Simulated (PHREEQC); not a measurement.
## Alkaline etch or developer: speciation

A solution holds 0.018 mol/kgw NH3, 0.00021 mol/kgw Na2SiO3 and 0.001 mol/kgw Na2CO3, at 25 °C. Closed to the air; pH follows from the charge balance.

Equilibrium calculation in PHREEQC: ion-association model, phreeqc.dat.

Each row changes one thing in this solution. No solid was allowed to form.

```json
[
 {"case": "as made", "pH": "10.89", "ionic strength (mol/kgw)": "0.00361", "H3SiO4- (mol/kgw)": "0.000193", "H4SiO4 (mol/kgw)": "1.59e-5", "H2SiO4-2 (mol/kgw)": "1.22e-6", "SI of Quartz (SiO2)": "-0.82"},
 {"case": "Na2CO3 from 0.001 to 0.002 mol/kgw", "pH": "10.93", "ionic strength (mol/kgw)": "0.00632", "H3SiO4- (mol/kgw)": "0.000194", "H4SiO4 (mol/kgw)": "1.43e-5", "H2SiO4-2 (mol/kgw)": "1.43e-6", "SI of Quartz (SiO2)": "-0.86"},
 {"case": "temperature from 25 to 40 °C", "pH": "10.48", "ionic strength (mol/kgw)": "0.00343", "H3SiO4- (mol/kgw)": "0.000185", "H4SiO4 (mol/kgw)": "2.43e-5", "H2SiO4-2 (mol/kgw)": "1.11e-6", "SI of Quartz (SiO2)": "-0.84"},
 {"case": "Na2CO3 left out", "pH": "10.83", "ionic strength (mol/kgw)": "0.000896", "H3SiO4- (mol/kgw)": "0.000190", "H4SiO4 (mol/kgw)": "…", "H2SiO4-2 (mol/kgw)": "9.60e-7", "SI of Quartz (SiO2)": "-0.75"},
 {"case": "NH3 replaced by (NH4)2HPO4 at the same molality", "pH": "8.20", "ionic strength (mol/kgw)": "0.0530", "H3SiO4- (mol/kgw)": "…", "H4SiO4 (mol/kgw)": "0.000204", "H2SiO4-2 (mol/kgw)": "1.10e-10", "SI of Quartz (SiO2)": "+0.30"},
 {"case": "NH3 left out", "pH": "10.67", "ionic strength (mol/kgw)": "0.00310", "H3SiO4- (mol/kgw)": "0.000184", "H4SiO4 (mol/kgw)": "2.51e-5", "H2SiO4-2 (mol/kgw)": "7.00e-7", "SI of Quartz (SiO2)": "-0.62"}
]
```

What belongs in the gaps?


- Na2CO3 left out, H4SiO4 (mol/kgw): 1.86e-5
- NH3 replaced by (NH4)2HPO4 at the same molality, H3SiO4- (mol/kgw): 5.89e-6

Some of these states are supersaturated (in Quartz (slow to form), for instance). Away from 25 °C the constants follow the database's enthalpies or fits; those with neither stay at their 25 °C values.
